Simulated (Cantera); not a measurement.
A Cantera script and what it prints.

```python
import numpy as np
import cantera as ct

gas_names = """
    H HO2 H2 H2O H2O2 Hg O OH O2 O3
""".split()
cond_names = """
    H2O(s) H2O(L) Hg(cr) Hg(L) HgO(s)
""".split()


# ... load() reads the species with a 1 bar reference pressure and builds the phases ...
atoms = {
    'HgO': {'Hg': 1, 'O': 1},
    'H2': {'H': 2},
}
top_T = {}  # K; cautious upper limits of use, not melting points


# ... equilibrate(T, P, feed) seeds the gas with the atoms and calls Mixture.equilibrate('TP', solver="vcs", rtol=1e-11, max_steps=5000) ...
results = []
feed = {'HgO': 1, 'H2': 0.71}  # mol
T = 1400  # K
P = 4900  # Pa
mix = equilibrate(T, P, feed)
results.append((T, P, feed, dict(zip(mix.species_names, mix.species_moles))))
print(gas.report(threshold=0.001))
for i in range(1, mix.n_phases):
    print(f"{mix.phase(i).name:16s} {mix.phase_moles(i):12.5e} mol")
```

Output:

```
       temperature   1400 K
          pressure   4900 Pa
           density   0.049474 kg/m^3
  mean mol. weight   117.53 kg/kmol
   phase of matter   gas

                          1 kg             1 kmol
                     ---------------   ---------------
          enthalpy       -2.3438e+05       -2.7546e+07  J
   internal energy       -3.3342e+05       -3.9187e+07  J
           entropy            2202.9        2.5891e+05  J/K
    Gibbs function       -3.3185e+06       -3.9002e+08  J
 heat capacity c_p             270.1             31745  J/K
 heat capacity c_v            199.36             23431  J/K

                      mass frac. Y      mole frac. X     chem. pot. / RT
                     ---------------   ---------------   ---------------
               H2O          0.058659           0.38269           -50.771
                Hg           0.92005           0.53907           -21.304
                O2          0.021274          0.078141           -33.127
     [   +7 minor]        1.4689e-05        0.00010404

Hg(L)             0.00000e+00 mol
```

Cantera equilibrium calculation (NASA polynomials, part measured and part estimated; ideal gas, pure solids and liquids).
